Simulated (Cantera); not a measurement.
## Adiabatic ignition

An adiabatic, constant-pressure homogeneous reactor starts with CH₄ : C₂H₆ : O₂ : N₂ = 1 : 0.16 : 3.71 : 14 (molar parts), equivalence ratio 0.69, at 1523 K and 10.9 atm.

Cantera simulation using GRI-Mech 3.0 (53 species, 325 reactions); the numbers are that mechanism's predictions, not measurements.

| t (s) | T (K) | x CH₄ | x C₂H₆ | x O₂ | x O | x NO₂ | x C₂H₄ |
|---|---|---|---|---|---|---|---|
| 6.00e-6 | 1523 | 0.0528 | 0.00826 | 0.196 | 7.51e-7 | <1e-12 | 0.000136 |
| 1.34e-5 | 1530 | 0.0512 | 0.00737 | 0.195 | 3.07e-6 | <1e-12 | 0.00111 |
| 2.98e-5 | 1834 | 0.0221 | 0.000730 | 0.150 | 0.000140 | 4.73e-10 | 0.00435 |
| 6.64e-5 | 2732 | <1e-12 | <1e-12 | 0.0606 | 0.00309 | 1.15e-6 | <1e-12 |
| 0.000148 | 2729 | <1e-12 | <1e-12 | 0.0597 | 0.00303 | 3.56e-6 | <1e-12 |
| 0.000329 | 2724 | <1e-12 | <1e-12 | 0.0580 | 0.00292 | 7.91e-6 | <1e-12 |
| 0.000734 | 2716 | <1e-12 | <1e-12 | 0.0557 | 0.00277 | 1.38e-5 | <1e-12 |
| 0.00164 | 2711 | <1e-12 | <1e-12 | 0.0540 | 0.00266 | 1.81e-5 | <1e-12 |
| 0.00364 | 2709 | <1e-12 | <1e-12 | 0.0536 | 0.00264 | 1.90e-5 | <1e-12 |
| 0.00812 | 2709 | <1e-12 | <1e-12 | 0.0535 | 0.00264 | 1.91e-5 | <1e-12 |
| 0.0181 | 2709 | <1e-12 | <1e-12 | 0.0535 | 0.00264 | 1.91e-5 | <1e-12 |
| 0.0403 | 2709 | <1e-12 | <1e-12 | 0.0535 | 0.00264 | 1.91e-5 | <1e-12 |
| 0.0898 | 2709 | <1e-12 | <1e-12 | 0.0535 | 0.00264 | 1.91e-5 | <1e-12 |
| 0.200 | 2709 | <1e-12 | <1e-12 | 0.0535 | 0.00264 | 1.91e-5 | <1e-12 |
x: mole fraction; the columns are a selection and need not sum to one.

```
Item                                                               Value
---------------------------------  -------------------------------------
time of steepest temperature rise                                31.2 µs
temperature at 0.200 s                                            2709 K
equilibrium temperature                                           2709 K
x(CH₄) at 0.200 s                  <1e-12 (gas-phase equilibrium <1e-12)
x(C₂H₆) at 0.200 s                 <1e-12 (gas-phase equilibrium <1e-12)
x(O₂) at 0.200 s                   0.0535 (gas-phase equilibrium 0.0535)
```
